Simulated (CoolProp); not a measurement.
Saturation properties of p-xylene.

The numbers come from the reference Helmholtz-energy equation of state, Zhou 2012 in CoolProp.

```csv
T (K),p (kPa),surface tension (mN/m),liquid conductivity (mW/(m K))
314.8,2.888,26.1,122
324.9,4.719,25.0,120
335,[?],24.0,117
345.1,11.38,22.9,[?]
355.2,16.91,[?],112
365.3,[?],20.9,110
375.4,34.60,[?],108
385.5,47.87,18.9,105
395.6,64.97,[?],103
```

**Question.** Complete the blanks.

**Answer.** 
- 335, p (kPa): 7.445
- 345.1, liquid conductivity (mW/(m K)): 115
- 355.2, surface tension (mN/m): 21.9
- 365.3, p (kPa): 24.47
- 375.4, surface tension (mN/m): 19.9
- 395.6, surface tension (mN/m): 17.9

It boils at 411.5 K under 1 atm.

Thermal conductivity comes from a separate model (Mylona 2014). Surface tension comes from a separate correlation (Mulero 2014).
